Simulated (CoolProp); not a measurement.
Saturation properties of ethanol (Tc = 241.6 °C, pc = 6.268 MPa, ω = 0.644).

Values from CoolProp's reference Helmholtz-energy equation of state, Schroeder 2014.

```csv
T (°C),p (MPa),liquid density (kg/m³),liquid conductivity (mW/(m K))
78.05,0.09985,736.8,154
89.45,0.1542,725.3,153
100.85,0.2308,713.1,151
112.25,0.3359,700.1,149
123.75,0.4781,686.1,147
135.15,0.6628,671.0,145
146.55,0.8994,654.7,143
157.95,1.197,636.8,141
```

It boils at 78.4 °C under 1 atm.

Thermal conductivity comes from a separate model (Assael 2013).
